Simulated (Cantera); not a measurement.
What does this Cantera script print?

```python
import numpy as np
import cantera as ct

gas_names = """
    CL CL2 H HCL H2 Si SiCL SiCL2 SiCL3 SiCL4 SiH SiHCL3 SiH2 SiH2CL2 SiH3 SiH3CL SiH4 Si2 Si3
""".split()
cond_names = """
    Si(cr) Si(L)
""".split()


def load(file, names, dense=False):
    # The tables refer to 1 bar. Condensed volumes are neglected.
    table = {s.name: s for s in ct.Species.list_from_file(file)}
    out = []
    for n in names:
        d = dict(table[n].input_data)
        d["thermo"] = dict(d["thermo"], **{"reference-pressure": 1e5})
        if dense:
            d["equation-of-state"] = {"model": "constant-volume", "density": "1e6 g/cm^3"}
        out.append(ct.Species.from_dict(d))
    return out


gas = ct.Solution(thermo="ideal-gas", species=load("nasa_gas.yaml", gas_names))
cond = {s.name: ct.Solution(thermo="fixed-stoichiometry", species=[s], name=s.name)
        for s in load("nasa_condensed.yaml", cond_names, dense=True)}
atoms = {
    'Si': {'Si': 1},
    'HCl': {'H': 1, 'CL': 1},
    'H2': {'H': 2},
}
top_T = {}  # K; cautious upper limits of use, not melting points


def equilibrate(T, P, feed):
    n = {}
    for name, mol in feed.items():
        for a, k in atoms[name].items():
            n[a] = n.get(a, 0.0) + k * mol
    gas.TPX = T, P, n
    mass = sum(n.values()) * gas.mean_molecular_weight
    gas.equilibrate("TP")
    valid = [c for c in cond.values() if c.min_temp <= T <= top_T.get(c.name, c.max_temp)]
    mix = ct.Mixture([(gas, mass / gas.mean_molecular_weight)] + [(c, 0.0) for c in valid])
    mix.T, mix.P = T, P
    mix.equilibrate("TP", solver="vcs", rtol=1e-11, max_steps=5000)
    return mix


results = []
feed = {'Si': 1, 'HCl': 0.52, 'H2': 2.6}  # mol
P = 13332.2  # Pa
for T in [548, 648, 748, 848, 948, 1048, 1148, 1248, 1348, 1448, 1548, 1648]:
    mix = equilibrate(T, P, feed)
    results.append((T, P, feed, dict(zip(mix.species_names, mix.species_moles))))
    x = sorted(zip(gas.X, gas.species_names), reverse=True)
    print(f"T = {T:g} K  P = {P:g} Pa  gas = {mix.phase_moles(0):.4g} mol")
    print("   x: " + "  ".join(f"{s} {v:.3e}" for v, s in x if v > 1e-06))
    print("   condensed (mol): " + ("  ".join(f"{mix.phase(i).name} {mix.phase_moles(i):.4g}"
          for i in range(1, mix.n_phases) if mix.phase_moles(i) > 1e-12) or "none"))
```

It prints:

```
T = 548 K  P = 13332.2 Pa  gas = 2.976 mol
   x: H2 9.518e-01  SiCL4 3.047e-02  SiHCL3 1.733e-02  SiH2CL2 4.125e-04  HCL 1.198e-05  SiH3CL 1.802e-06
   condensed (mol): Si(cr) 0.8565
T = 648 K  P = 13332.2 Pa  gas = 2.977 mol
   x: H2 9.518e-01  SiCL4 3.093e-02  SiHCL3 1.660e-02  SiH2CL2 5.141e-04  HCL 1.384e-04  SiH3CL 3.264e-06
   condensed (mol): Si(cr) 0.857
T = 748 K  P = 13332.2 Pa  gas = 2.978 mol
   x: H2 9.515e-01  SiCL4 3.123e-02  SiHCL3 1.589e-02  HCL 8.217e-04  SiH2CL2 5.908e-04  SiCL3 1.005e-05  SiH3CL 4.890e-06
   condensed (mol): Si(cr) 0.8579
T = 848 K  P = 13332.2 Pa  gas = 2.98 mol
   x: H2 9.499e-01  SiCL4 3.110e-02  SiHCL3 1.512e-02  HCL 3.168e-03  SiH2CL2 6.448e-04  SiCL3 7.340e-05  SiCL2 1.250e-05  SiH3CL 6.521e-06
   condensed (mol): Si(cr) 0.86
T = 948 K  P = 13332.2 Pa  gas = 2.986 mol
   x: H2 9.456e-01  SiCL4 3.002e-02  SiHCL3 1.413e-02  HCL 9.045e-03  SiH2CL2 6.735e-04  SiCL3 3.418e-04  SiCL2 1.317e-04  SiH3CL 8.012e-06
   condensed (mol): Si(cr) 0.8647
T = 1048 K  P = 13332.2 Pa  gas = 2.997 mol
   x: H2 9.370e-01  SiCL4 2.716e-02  HCL 2.062e-02  SiHCL3 1.262e-02  SiCL3 1.119e-03  SiCL2 8.450e-04  SiH2CL2 6.674e-04  SiH3CL 9.181e-06
   condensed (mol): Si(cr) 0.8729
T = 1148 K  P = 13332.2 Pa  gas = 3.018 mol
   x: H2 9.224e-01  HCL 3.895e-02  SiCL4 2.155e-02  SiHCL3 1.024e-02  SiCL2 3.609e-03  SiCL3 2.655e-03  SiH2CL2 6.092e-04  SiH3CL 9.764e-06
   condensed (mol): Si(cr) 0.8833
T = 1248 K  P = 13332.2 Pa  gas = 3.05 mol
   x: H2 9.030e-01  HCL 6.144e-02  SiCL4 1.330e-02  SiCL2 1.049e-02  SiHCL3 6.886e-03  SiCL3 4.399e-03  SiH2CL2 4.843e-04  SiH3CL 9.445e-06  H 1.215e-06
   condensed (mol): Si(cr) 0.8915
T = 1348 K  P = 13332.2 Pa  gas = 3.084 mol
   x: H2 8.851e-01  HCL 8.035e-02  SiCL2 2.047e-02  SiCL4 5.523e-03  SiCL3 4.745e-03  SiHCL3 3.453e-03  SiH2CL2 3.145e-04  SiH3CL 8.144e-06  H 5.961e-06
   condensed (mol): Si(cr) 0.8936
T = 1448 K  P = 13332.2 Pa  gas = 3.105 mol
   x: H2 8.754e-01  HCL 8.971e-02  SiCL2 2.831e-02  SiCL3 3.494e-03  SiCL4 1.584e-03  SiHCL3 1.322e-03  SiH2CL2 1.707e-04  H 2.362e-05  SiH3CL 6.401e-06  CL 1.972e-06
   condensed (mol): Si(cr) 0.8917
T = 1548 K  P = 13332.2 Pa  gas = 3.114 mol
   x: H2 8.720e-01  HCL 9.229e-02  SiCL2 3.250e-02  SiCL3 2.167e-03  SiHCL3 4.667e-04  SiCL4 4.043e-04  SiH2CL2 8.775e-05  H 7.875e-05  CL 6.656e-06  SiH3CL 4.887e-06  SiCL 4.223e-06  SiH2 2.377e-06
   condensed (mol): Si(cr) 0.889
T = 1648 K  P = 13332.2 Pa  gas = 3.117 mol
   x: H2 8.710e-01  HCL 9.230e-02  SiCL2 3.473e-02  SiCL3 1.317e-03  H 2.276e-04  SiHCL3 1.735e-04  SiCL4 1.102e-04  SiH2CL2 4.664e-05  CL 1.892e-05  SiCL 1.615e-05  SiH2 7.382e-06  SiH3CL 3.775e-06  Si 1.932e-06  SiH 1.211e-06
   condensed (mol): Si(cr) 0.8865
```

Equilibrium computed with Cantera from the NASA thermochemical tables; the gas is ideal and each condensed phase is pure. The tables' values for SiCl3, SiCl are old estimates; treat these amounts as uncertain.
